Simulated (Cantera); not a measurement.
## SiCl4 + Cl2 + H2 (chlorosilane synthesis and conversion)

Input: 1 mol SiCl4, 0.84 mol Cl2, 4.7 mol H2, equilibrated at 1377 °C and 2500000 Pa.

Method: chemical equilibrium by Gibbs-energy minimisation in Cantera with the NASA 1993 tables (ideal gas, pure condensed phases). Candidate condensed phases: Si; 19 gas species. The tables' values for SiCl3 are old estimates; treat these amounts as uncertain. Rates play no part.

The x(H2) is 0.532, the x(HCl) is 0.317 and the x(SiCl4) is 0.0947. The x(SiHCl3) is 0.0267 and the x(SiCl3) is 0.0191. The x(SiCl2) is 0.00844 and the x(SiH2Cl2) is 0.00128. The x(SiH3Cl) is 1.86e-5. The x(H) is 1.33e-5 and the gas amount comes out as 6.660 mol. The log10 activity of Si(s) (absent) is -1.90.
